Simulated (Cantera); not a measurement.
A Cantera script and its output.

```python
import numpy as np
import cantera as ct

gas = ct.Solution("gri30.yaml")
gas.TPX = 1250, 870, {'H2': 0.0082, 'O2': 1, 'N2': 0.39}
reactor = ct.IdealGasConstPressureReactor(gas, energy="off", clone=False)
net = ct.ReactorNet([reactor])
net.rtol, net.atol = 1e-08, 1e-18
show = ['H2', 'O2', 'NO', 'N2O', 'H2O2', 'NO2', 'O']
times = np.geomspace(2e-06, 60, 12)

steps = ct.SolutionArray(gas, extra=["t"])
rows = []
print(f"{'t/s':>10s}{'T/K':>9s}{'P/Pa':>11s}" + "".join(f"{s:>11s}" for s in show))
for t in times:
    while net.time < t:
        t_next = net.step()
        steps.append(gas.state, t=t_next)
    rows.append([np.interp(t, steps.t, y) for y in (steps.T, steps.P, *steps(*show).X.T)])
    print(f"{t:10.3e}{rows[-1][0]:9.1f}{rows[-1][1]:11.4g}" + "".join(f"{x:11.3e}" for x in rows[-1][2:]))
rate = np.gradient(steps.T, steps.t)
print("integrator steps:", len(steps.t))
if steps.T.max() > steps.T[0] + 200:
    print(f"time of steepest temperature rise: {steps.t[rate.argmax()]:.4e} s")
gas.TPX = 1250, 870, {'H2': 0.0082, 'O2': 1, 'N2': 0.39}
gas.equilibrate("TP")
print(f"equilibrium (TP): T = {gas.T:.1f} K  " + "  ".join(f"{s} {gas[s].X[0]:.3e}" for s in show))
```

Output:

```
       t/s      T/K       P/Pa         H2         O2         NO        N2O       H2O2        NO2          O
 2.000e-06   1250.0        870  5.865e-03  7.152e-01  1.941e-26  2.244e-18  5.913e-18  5.543e-36  1.728e-13
 9.567e-06   1250.0        870  5.865e-03  7.152e-01  2.188e-24  1.075e-17  1.356e-16  2.829e-33  3.824e-12
 4.576e-05   1250.0        870  5.865e-03  7.152e-01  2.622e-22  5.174e-17  3.084e-15  1.704e-30  7.426e-11
 2.189e-04   1250.0        870  5.865e-03  7.152e-01  2.362e-20  2.556e-16  7.004e-14  1.044e-27  9.729e-10
 1.047e-03   1250.0        870  5.865e-03  7.152e-01  1.226e-18  1.429e-15  1.564e-12  5.911e-25  9.587e-09
 5.009e-03   1250.0        870  5.864e-03  7.152e-01  1.787e-16  1.747e-14  3.213e-11  1.086e-21  5.231e-07
 2.396e-02   1250.0        870  1.053e-04  7.098e-01  3.174e-10  4.425e-10  1.123e-08  1.772e-14  4.923e-03
 1.146e-01   1250.0        870  1.837e-05  7.101e-01  3.335e-09  3.694e-09  6.239e-09  2.176e-13  4.673e-03
 5.482e-01   1250.0        870  1.206e-05  7.116e-01  1.368e-08  5.667e-09  5.767e-09  1.055e-12  3.022e-03
 2.622e+00   1250.0        870  3.234e-06  7.136e-01  2.746e-08  6.333e-09  3.846e-09  3.397e-12  7.932e-04
 1.254e+01   1250.0        870  3.134e-07  7.143e-01  3.548e-08  6.708e-09  1.046e-09  8.407e-12  7.615e-05
 6.000e+01   1250.0        870  2.514e-08  7.144e-01  3.844e-08  5.691e-09  1.344e-10  1.821e-11  6.106e-06
integrator steps: 1368
equilibrium (TP): T = 1250.0 K  H2 2.590e-09  O2 7.142e-01  NO 3.117e-04  N2O 1.178e-09  H2O2 1.707e-11  NO2 7.169e-07  O 6.312e-07
```

Detailed kinetics in Cantera: GRI-Mech 3.0 (53 species, 325 reactions). Radical loss at walls, strong at low pressure, is not modelled.
